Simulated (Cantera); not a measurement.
C2H6 + CO2 + H2 + NH3 (carbon deposition, reforming and gasification)

Input: 1 mol C2H6, 2.4 mol CO2, 80 mol H2, 0.021 mol NH3, at 14.0 mbar.

Method: chemical equilibrium by Gibbs-energy minimisation in Cantera with the NASA 1993 tables (ideal gas, pure condensed phases). Candidate condensed phases: C, C6H6, C7H8, C8H18, H2O; 136 gas species. Rates play no part.

```
T (°C)   x H2       x H    x CO    x H2O       x O
------  -----  --------  ------  -------  --------
877     0.945   6.13e-7  0.0501  0.00438    <1e-12
1077    0.945   1.96e-5  0.0502  0.00445    <1e-12
1277    0.945  0.000259  0.0502  0.00449  9.60e-12
1477    0.943   0.00191  0.0502  0.00450  8.51e-10
1677    0.936   0.00937  0.0500  0.00449   3.03e-8
1877    0.912    0.0340  0.0494  0.00443   5.61e-7
2077    0.850    0.0972  0.0478  0.00422   6.43e-6
2277    0.727     0.225  0.0446  0.00372   5.09e-5
2477    0.534     0.423  0.0396  0.00271  0.000288
2677    0.319     0.644  0.0340  0.00125   0.00101
```
x: gas mole fraction; nothing condenses.

From 877 °C to 2677 °C nothing is condensed. The main C-bearing gas is CO throughout.
